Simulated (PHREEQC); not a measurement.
A column of 0.5 m (30 cells, dispersivity 0.025 m, 3600 s a shift, diffusion coefficient 3e-10 m²/s) holds 0.16 eq of the database's cation exchanger X per kg of pore water, first in equilibrium with 0.84 mmol/kgw BaCl2, 0.67 mmol/kgw KCl, 9.3 mmol/kgw CaCl2 and 0.01 mmol/kgw HCl. It is flushed with 0.0072 mol/kgw MnCl2, 0.038 mol/kgw ZnCl2 and 1e-05 mol/kgw HCl, at 40 °C. Values are for the last cell. No CO2 enters from the air. No solid was allowed to form.

Base run: PHREEQC, ion-association model, phreeqc.dat. Each further column changes one thing. The table gives Zn in solution (mol/kgw).

```json
[
 {"pore volumes": "0", "base": "0", "exchange capacity from 0.16 to 0.08 eq/kgw": "0", "dispersivity from 0.025 to 0.05 m": "0"},
 {"pore volumes": "0.6167", "base": "1.12e-11", "exchange capacity from 0.16 to 0.08 eq/kgw": "6.12e-8", "dispersivity from 0.025 to 0.05 m": "1.06e-7"},
 {"pore volumes": "1.417", "base": "0.00184", "exchange capacity from 0.16 to 0.08 eq/kgw": "0.00978", "dispersivity from 0.025 to 0.05 m": "0.00397"},
 {"pore volumes": "2.017", "base": "0.00998", "exchange capacity from 0.16 to 0.08 eq/kgw": "0.0238", "dispersivity from 0.025 to 0.05 m": "0.0127"},
 {"pore volumes": "2.617", "base": "0.0188", "exchange capacity from 0.16 to 0.08 eq/kgw": "0.0316", "dispersivity from 0.025 to 0.05 m": "0.0203"},
 {"pore volumes": "3.417", "base": "0.0274", "exchange capacity from 0.16 to 0.08 eq/kgw": "0.0361", "dispersivity from 0.025 to 0.05 m": "0.0273"},
 {"pore volumes": "4.017", "base": "0.0316", "exchange capacity from 0.16 to 0.08 eq/kgw": "0.0373", "dispersivity from 0.025 to 0.05 m": "0.0308"},
 {"pore volumes": "4.617", "base": "0.0342", "exchange capacity from 0.16 to 0.08 eq/kgw": "0.0377", "dispersivity from 0.025 to 0.05 m": "0.0332"},
 {"pore volumes": "5.417", "base": "0.0362", "exchange capacity from 0.16 to 0.08 eq/kgw": "0.0379", "dispersivity from 0.025 to 0.05 m": "0.0352"},
 {"pore volumes": "6.017", "base": "0.0370", "exchange capacity from 0.16 to 0.08 eq/kgw": "0.0380", "dispersivity from 0.025 to 0.05 m": "0.0362"}
]
```

Constants without temperature data keep their 25 °C values here.
